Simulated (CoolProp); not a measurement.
The fluid at 298.15 K and 0.203 MPa is compressed adiabatically to 0.662 MPa with isentropic efficiency 0.9. The same conditions are run with several fluids, on thermodynamics alone (safety and materials aside).

Values from CoolProp's reference Helmholtz-energy equation of state of each fluid (methane: Setzmann 1991; C3F8 (R218): Lemmon 2006; R134a: Tillner-Roth 1994; propane: Lemmon 2009; R404A: Lemmon 2003). Blends and air are pseudo-pure fits.

```tsv
fluid	work (kJ/kg)	final temperature (K)	final density (kg/m³)
methane	232	397.0	3.23
C3F8 (R218)	…	323.5	52.3
R134a	…	340.5	26.1
propane	75.2	345.5	10.9
R404A	…	…	24.6
```

Task: What belongs in the gaps?

Result: 
- C3F8 (R218), work (kJ/kg): 16.6
- R134a, work (kJ/kg): 31.8
- R404A, work (kJ/kg): 33.6
- R404A, final temperature (K): 340.2
